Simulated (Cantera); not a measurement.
# Thermodynamics of aluminium nitride and oxide growth, feed Al(CH3)3 + O2 + N2

Feed: 1 mol Al(CH3)3, a varied amount of O2, 41 mol N2, at 675 °C and 13.3 mbar.

These are equilibrium values from Cantera (NASA tables, ideal gas, pure condensed phases), not measurements of a reactor. Candidate condensed phases: Al, AlN, Al2O3, C, C6H6, C7H8, C8H18, H2O; 148 gas species. The feed counts by its element totals alone. Rates play no part.

```
n(O2) (mol)   x N2    x O2      x H2    x H2O    x CO2      x CO    x CH4     x NO  n AlN(s)  n Al2O3(s)  n C(graphite)
-----------  -----  ------  --------  -------  -------  --------  -------  -------  --------  ----------  -------------
0.48         0.901  <1e-12    0.0992  6.46e-9   <1e-12   5.04e-6  2.25e-5   <1e-12     0.360       0.320           3.00
0.69         0.901  <1e-12    0.0989  6.44e-9   <1e-12   5.04e-6  2.24e-5   <1e-12    0.0802       0.460           3.00
0.98         0.892  <1e-12    0.0979  1.26e-5  2.33e-6   0.00999  2.19e-5   <1e-12         0       0.500           2.54
1.4          0.876  <1e-12    0.0961  3.44e-5  1.79e-5    0.0277  2.11e-5   <1e-12         0       0.500           1.70
2            0.854  <1e-12    0.0937  6.28e-5  6.29e-5    0.0519  2.01e-5   <1e-12         0       0.500          0.505
2.9          0.845  <1e-12    0.0799   0.0129   0.0139    0.0479  5.62e-8   <1e-12         0       0.500              0
4.1          0.845  <1e-12    0.0525   0.0403   0.0360    0.0259  2.74e-9   <1e-12         0       0.500              0
5.9          0.845  <1e-12   0.00300   0.0898   0.0607   0.00112   <1e-12   <1e-12         0       0.500              0
8.4          0.805  0.0471  6.01e-11   0.0884   0.0589  2.22e-11   <1e-12  8.20e-6         0       0.500              0
12           0.752   0.110  3.68e-11   0.0826   0.0550  1.35e-11   <1e-12  1.21e-5         0       0.500              0
```
x: gas mole fraction; n: condensed amount in mol.

From 0.48 mol O2 to 0.69 mol O2 the condensed part is AlN(s) + Al2O3(s) + C(graphite). From 0.98 mol O2 to 2 mol O2 the condensed part is Al2O3(s) + C(graphite). From 2.9 mol O2 to 12 mol O2 the condensed part is Al2O3(s).
